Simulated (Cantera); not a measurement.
A Cantera script and its output.

```python
import numpy as np
import cantera as ct

gas = ct.Solution("gri30.yaml")
gas.TPX = 1448, 410000, {'CH4': 1, 'H2': 0.55, 'O2': 3.99, 'N2': 15, 'H2O': 0.41}
reactor = ct.IdealGasReactor(gas, energy="on", clone=False)
net = ct.ReactorNet([reactor])
net.rtol, net.atol = 1e-08, 1e-16
show = ['CH4', 'H2', 'O2', 'CH2CO', 'CH2O', 'HO2', 'NO']
times = np.geomspace(5e-06, 0.8, 15)

steps = ct.SolutionArray(gas, extra=["t"])
rows = []
print(f"{'t/s':>10s}{'T/K':>9s}{'P/Pa':>11s}" + "".join(f"{s:>11s}" for s in show))
for t in times:
    while net.time < t:
        t_next = net.step()
        steps.append(gas.state, t=t_next)
    rows.append([np.interp(t, steps.t, y) for y in (steps.T, steps.P, *steps(*show).X.T)])
    print(f"{t:10.3e}{rows[-1][0]:9.1f}{rows[-1][1]:11.4g}" + "".join(f"{x:11.3e}" for x in rows[-1][2:]))
rate = np.gradient(steps.T, steps.t)
print("integrator steps:", len(steps.t))
if steps.T.max() > steps.T[0] + 200:
    print(f"time of steepest temperature rise: {steps.t[rate.argmax()]:.4e} s")
gas.TPX = 1448, 410000, {'CH4': 1, 'H2': 0.55, 'O2': 3.99, 'N2': 15, 'H2O': 0.41}
gas.equilibrate("UV")
print(f"equilibrium (UV): T = {gas.T:.1f} K  " + "  ".join(f"{s} {gas[s].X[0]:.3e}" for s in show))
```

It prints:

```
       t/s      T/K       P/Pa        CH4         H2         O2      CH2CO       CH2O        HO2         NO
 5.000e-06   1448.0    4.1e+05  4.773e-02  2.625e-02  1.905e-01  3.257e-16  7.438e-08  8.613e-07  2.106e-15
 1.177e-05   1448.0    4.1e+05  4.772e-02  2.625e-02  1.904e-01  1.066e-13  7.274e-07  2.404e-06  1.428e-14
 2.770e-05   1448.4  4.101e+05  4.759e-02  2.618e-02  1.904e-01  4.522e-10  1.985e-05  1.288e-05  4.634e-13
 6.518e-05   1510.8  4.277e+05  4.074e-02  2.498e-02  1.843e-01  2.247e-05  1.415e-03  1.734e-04  2.813e-10
 1.534e-04   2711.6  7.657e+05  5.057e-17  2.583e-03  8.018e-02  5.034e-19  4.455e-11  2.197e-05  1.388e-03
 3.611e-04   2705.2  7.638e+05  4.868e-17  2.551e-03  7.849e-02  4.737e-19  4.324e-11  2.133e-05  4.951e-03
 8.498e-04   2695.0  7.606e+05  4.572e-17  2.500e-03  7.579e-02  4.278e-19  4.121e-11  2.032e-05  1.064e-02
 2.000e-03   2685.7  7.577e+05  4.310e-17  2.454e-03  7.334e-02  3.883e-19  3.944e-11  1.941e-05  1.579e-02
 4.707e-03   2682.9  7.569e+05  4.235e-17  2.440e-03  7.262e-02  3.771e-19  3.893e-11  1.915e-05  1.731e-02
 1.108e-02   2682.8  7.568e+05  4.232e-17  2.440e-03  7.260e-02  3.767e-19  3.891e-11  1.914e-05  1.737e-02
 2.607e-02   2682.8  7.568e+05  4.232e-17  2.440e-03  7.260e-02  3.767e-19  3.891e-11  1.914e-05  1.737e-02
 6.137e-02   2682.8  7.568e+05  4.232e-17  2.440e-03  7.260e-02  3.767e-19  3.891e-11  1.914e-05  1.737e-02
 1.444e-01   2682.8  7.568e+05  4.232e-17  2.440e-03  7.260e-02  3.767e-19  3.891e-11  1.914e-05  1.737e-02
 3.399e-01   2682.8  7.568e+05  4.232e-17  2.440e-03  7.260e-02  3.767e-19  3.891e-11  1.914e-05  1.737e-02
 8.000e-01   2682.8  7.568e+05  4.232e-17  2.440e-03  7.260e-02  3.767e-19  3.891e-11  1.914e-05  1.737e-02
integrator steps: 1776
time of steepest temperature rise: 8.1930e-05 s
equilibrium (UV): T = 2682.8 K  CH4 5.934e-17  H2 2.440e-03  O2 7.260e-02  CH2CO 4.668e-19  CH2O 3.891e-11  HO2 1.914e-05  NO 1.737e-02
```

Cantera simulation using GRI-Mech 3.0 (53 species, 325 reactions); the numbers are that mechanism's predictions, not measurements.
